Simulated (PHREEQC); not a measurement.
PHREEQC input (ion-association model, wateq4f.dat):

```
SOLUTION_MASTER_SPECIES
  An  An-  0  An  62.0  # stands for a non-complexing anion
SOLUTION_SPECIES
  An- = An-
    -log_k 0
    -gamma 3.0 0
PHASES
  Fix_H+
    H+ = H+
    -log_k 0
SOLUTION 1
  temp 25
  units mmol/kgw
  pH 7 charge
  Cl 0.0276
  Sr 0.0065
  Ba 0.0073
  Na 1
  An 1
END
SELECTED_OUTPUT 1
  -reset false
  -pH true
  -pe true
  -ionic_strength true
  -water true
  -totals Ba Cl Na Sr
  -molalities Hfo_wOH Hfo_wOH2+ Hfo_wO- Hfo_sOH Hfo_sOH2+ Hfo_sO- Hfo_sOHBa+2 Hfo_wOBa+ Hfo_sOHSr+2 Hfo_wOSr+
    Hfo_wOSrOH
  -saturation_indices Halite
USER_PUNCH 1
  -headings sigma psi
  10 PUNCH EDL("sigma", "Hfo"), EDL("psi", "Hfo")
PRINT
  -reset false
USE solution 1
SURFACE 1
  Hfo_wOH 0.000148315 600 0.066
  Hfo_sOH 3.70787e-06
EQUILIBRIUM_PHASES 1
  Fix_H+ -3 HAn 10
    -force_equality true
  O2(g) -0.68 10
END
# ... the last block is repeated for the other 12 points of pH, with NaOH or the acid as the point needs
```

Selected output (columns that matter, 13 of 13 rows; pH added in front):

```
pH	mu	Ba	Na	Sr	m_Hfo_wOH	m_Hfo_wOH2+	m_Hfo_wO-	m_Hfo_sOH	m_Hfo_sOH2+	m_Hfo_sO-	m_Hfo_sOHBa+2	si_Halite	sigma	psi
3	0.0021425	7.3e-06	0.001	6.5e-06	4.5758e-05	0.00010209	4.6985e-07	1.1439e-06	2.5522e-06	1.1746e-08	2.5762e-14	-9.1856	0.2538	0.23316
3.5	0.0014065	7.3e-06	0.001	6.5e-06	7.4485e-05	7.2067e-05	1.7636e-06	1.8621e-06	1.8017e-06	4.409e-08	8.177e-14	-9.1775	0.17559	0.22505
4	0.0011695	7.3e-06	0.001	6.5e-06	9.2978e-05	5.1491e-05	3.8461e-06	2.3244e-06	1.2873e-06	9.6153e-08	3.3907e-13	-9.1745	0.119	0.20981
4.5	0.0010904	7.3e-06	0.001	6.5e-06	0.00010369	3.8173e-05	6.4523e-06	2.5922e-06	9.5432e-07	1.6131e-07	1.6793e-12	-9.1734	0.079226	0.19072
5	0.0010623	7.3e-06	0.001	6.5e-06	0.00010938	2.9708e-05	9.2261e-06	2.7345e-06	7.4268e-07	2.3065e-07	9.6591e-12	-9.173	0.051155	0.16895
5.5	0.0010512	7.2999e-06	0.001	6.5e-06	0.00011207	2.4493e-05	1.1748e-05	2.8018e-06	6.1231e-07	2.9369e-07	6.4125e-11	-9.1728	0.031833	0.14496
6	0.0010463	7.2995e-06	0.001	6.4998e-06	0.0001132	2.1377e-05	1.3733e-05	2.8296e-06	5.3434e-07	3.4327e-07	4.8365e-10	-9.1727	0.019095	0.11914
6.5	0.001044	7.296e-06	0.001	6.4987e-06	0.00011364	1.9543e-05	1.5137e-05	2.8368e-06	4.8789e-07	3.7787e-07	4.0206e-09	-9.1727	0.011032	0.091959
7	0.0010426	7.2648e-06	0.001	6.4887e-06	0.00011379	1.8424e-05	1.61e-05	2.8093e-06	4.5484e-07	3.9748e-07	3.514e-08	-9.1727	0.0060272	0.063932
7.5	0.0010409	7.022e-06	0.001	6.4087e-06	0.00011385	1.7445e-05	1.7021e-05	2.564e-06	3.9288e-07	3.8333e-07	2.7769e-07	-9.1726	0.002853	0.035769
8	0.0010406	6.0813e-06	0.0010041	6.0587e-06	0.00011374	1.5781e-05	1.878e-05	1.5813e-06	2.1939e-07	2.6108e-07	1.216e-06	-9.1709	0.00064702	0.0087421
8.5	0.0010417	5.0305e-06	0.0010103	5.5309e-06	0.00011324	1.4036e-05	2.0929e-05	4.4315e-07	5.4928e-08	8.1903e-08	2.2497e-06	-9.1682	-0.001349	-0.017939
9	0.0010481	4.5106e-06	0.0010209	4.7909e-06	0.00011214	1.2811e-05	2.2486e-05	6.7978e-08	7.7663e-09	1.3631e-08	2.6276e-06	-9.1638	-0.0038123	-0.045422
```

The oxide is taken as insoluble; below pH 4 it would dissolve.
